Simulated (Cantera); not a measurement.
Gas mixture: C2H2 = 0.36 (molar parts), at 1.00 atm, frozen composition.

Cantera's kinetic-theory transport with the Lennard-Jones parameters of GRI-Mech 3.0, ideal gas; thermal conductivity in the mixture-averaged form. The composition is frozen, though it would react at the higher temperatures.

One state of this run: ρ (kg/m³) = 0.353; cp (J/kg/K) = 2526; μ (µPa s) = 25.5; λ (mW/m/K) = 87.7; Pr = 0.734; D (cm²/s) O = 1.72; D (cm²/s) H2O = 1.38; D (cm²/s) NO = 1.12. D: mixture-averaged diffusion coefficient of that species in the mixture.

Problem. Which value of T (K) does it belong to?
A. 2150
B. 1400
C. 1900
D. 900

Solution. D, 900
